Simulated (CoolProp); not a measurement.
A single-stage vapour-compression cycle with sulfur dioxide: evaporating at 304.15 K (dew point), condensing at 372.15 K (bubble point), superheat 2 K, subcooling 2 K, compressor efficiency 0.85, no pressure losses. Each further row changes one setting.

The numbers come from the reference Helmholtz-energy equation of state, Gao 2016 in CoolProp.

| case | cooling COP | pressure ratio | discharge temperature (K) | refrigerating effect (kJ/kg) | volumetric capacity (kJ/m³) |
|---|---|---|---|---|---|
| as stated | [?] | 5.71 | 455.2 | 253 | 3290 |
| evaporating temperature 309.15 K | 3.19 | 4.88 | [?] | 254 | [?] |
| condensing temperature 367.15 K | [?] | 5.14 | 444.9 | 261 | 3390 |
| subcooling 7 K | 2.95 | 5.71 | 455.2 | 261 | 3390 |
| superheat 12 K | [?] | 5.71 | 468.8 | 260 | 3240 |
| compressor efficiency 0.75 | [?] | 5.71 | 469.4 | 253 | 3290 |

Task: Complete the blanks.

Result: 
- as stated, cooling COP: 2.85
- evaporating temperature 309.15 K, discharge temperature (K): 446.9
- evaporating temperature 309.15 K, volumetric capacity (kJ/m³): 3840
- condensing temperature 367.15 K, cooling COP: 3.16
- superheat 12 K, cooling COP: 2.82
- compressor efficiency 0.75, cooling COP: 2.52
